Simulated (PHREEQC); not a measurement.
Make-up at 30 °C: 150 mmol/kgw HF, 9.2 mmol/kgw KF, 0.00029 mmol/kgw H4SiO4 and 0.048 mmol/kgw HCl. Closed to the air; pH follows from the charge balance.

Computed with PHREEQC (ion-association model, phreeqc.dat).

This is a speciation only: nothing precipitates in the calculation.

Question: What pH does the model give?

Answer: pH 2.10.

Question: In which forms is F present?

Answer: HF 85 %, HF2- 8.0 %, F- 7.4 % of the F.

SiF6-2 is the database's only silicon fluoride.
